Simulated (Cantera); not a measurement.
## Adiabatic ignition

An adiabatic, constant-volume homogeneous reactor starts with CH4 : O2 : N2 = 1 : 2.78 : 10.4 (molar parts), at 1398 K and 1.30 bar.

Model: GRI-Mech 3.0 (53 species, 325 reactions), integrated in Cantera.

```tsv
t (s)	T (K)	P (bar)	x CH4	x O2	x H	x OH	x C2H2	x HO2	x CO
2.00e-6	1398	1.30	0.0705	0.196	1.18e-9	8.19e-10	<1e-12	4.02e-8	<1e-12
4.60e-6	1398	1.30	0.0705	0.196	1.24e-9	1.08e-9	<1e-12	9.20e-8	<1e-12
1.06e-5	1398	1.30	0.0705	0.196	1.37e-9	1.59e-9	<1e-12	2.09e-7	3.95e-12
2.43e-5	1398	1.30	0.0705	0.196	1.69e-9	3.03e-9	<1e-12	4.69e-7	4.84e-11
5.58e-5	1398	1.30	0.0705	0.196	2.62e-9	7.23e-9	<1e-12	1.02e-6	6.62e-10
0.000128	1398	1.30	0.0705	0.196	6.01e-9	2.07e-8	<1e-12	2.00e-6	1.12e-8
0.000295	1398	1.30	0.0705	0.196	2.14e-8	7.13e-8	1.57e-11	2.99e-6	2.78e-7
0.000678	1399	1.30	0.0702	0.196	8.46e-8	2.31e-7	1.63e-9	4.57e-6	9.46e-6
0.00156	1409	1.31	0.0685	0.195	5.17e-7	1.03e-6	1.35e-7	1.80e-5	0.000280
0.00358	2764	2.63	<1e-12	0.0524	0.00352	0.0186	<1e-12	1.31e-5	0.0180
0.00823	2759	2.62	<1e-12	0.0508	0.00345	0.0183	<1e-12	1.27e-5	0.0179
0.0189	2759	2.62	<1e-12	0.0508	0.00345	0.0183	<1e-12	1.27e-5	0.0179
0.0435	2759	2.62	<1e-12	0.0508	0.00345	0.0183	<1e-12	1.27e-5	0.0179
0.100	2759	2.62	<1e-12	0.0508	0.00345	0.0183	<1e-12	1.27e-5	0.0179
```
x: mole fraction; the columns are a selection and need not sum to one.

```
Property                                                             Value
---------------------------------  ---------------------------------------
time of steepest temperature rise                                  2.36 ms
temperature at 0.100 s                                              2759 K
equilibrium temperature                                             2759 K
x(CH4) at 0.100 s                    <1e-12 (gas-phase equilibrium <1e-12)
x(O2) at 0.100 s                     0.0508 (gas-phase equilibrium 0.0508)
x(H) at 0.100 s                    0.00345 (gas-phase equilibrium 0.00345)
```
